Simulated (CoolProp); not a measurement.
Values from CoolProp's reference Helmholtz-energy equation of state, Rui 2013.

Q: For R236EA, give the phase and the viscosity (µPa s), conductivity (mW/(m K)) at 61.55 °C and 0.0218 MPa.

A: 
- 61.55 °C and 0.0218 MPa: gas; viscosity 12.3, conductivity 17.1

Viscosity comes from a separate model (Huber 2003), an estimate that may be off by 10 % or more. Thermal conductivity comes from a separate model (Huber 2003), an estimate that may be off by 10 % or more.
